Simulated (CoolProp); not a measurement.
Vapour-liquid equilibrium of C2F6 (R116) (1) + R134a (2) at 0.185 MPa; x and y are mole fractions of (1).

Computed with CoolProp (multi-fluid Helmholtz-energy mixture model, Lemmon 2006 and Tillner-Roth 1994; pair parameters Bell 2016).

```tsv
x	bubble temperature (K)	y at the bubble point	dew temperature at overall composition x (K)	liquid density (mol/L)
0.05	240.1	0.608	259.8	13.48
0.125	223.3	0.846	257.8	13.66
0.2	216.1	0.904	255.6	13.56
0.275	212.9	0.924	253.3	13.36
0.35	211.5	0.932	250.9	13.11
0.425	210.9	0.936	248.1	12.85
0.5	210.6	0.938	245.1	12.59
0.575	210.4	0.939	241.8	12.33
0.65	210.2	0.941	237.9	12.09
0.725	209.8	0.945	233.3	11.86
0.8	209.3	0.951	227.7	11.66
0.875	208.6	0.963	220.0	11.48
0.95	207.7	0.981	209.4	11.32
```

No azeotrope shows between x = 0.05 and 0.95.

Pair parameters are fitted to limited data, so mixtures are less certain than the pure fluids. With so large a gap from Raoult's law the liquid may split in two, which this calculation doesn't test in full.
